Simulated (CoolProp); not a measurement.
Model: reference Helmholtz-energy equation of state, Penoncello 2003, in CoolProp.

Task: For CHF3 (R23), give the phase and the conductivity (mW/(m K)), Prandtl number at 401.8 K and 5.88 MPa; 450.3 K and 0.528 MPa; 150 K and 1.34 MPa.

Result: 
- 401.8 K and 5.88 MPa: supercritical; conductivity 26.5, Prandtl number 0.871
- 450.3 K and 0.528 MPa: gas; conductivity 22.2, Prandtl number 0.917
- 150 K and 1.34 MPa: liquid; conductivity 186, Prandtl number 4.56

Viscosity comes from a separate model (Shan 2000). Thermal conductivity comes from a separate model (Shan 2000).
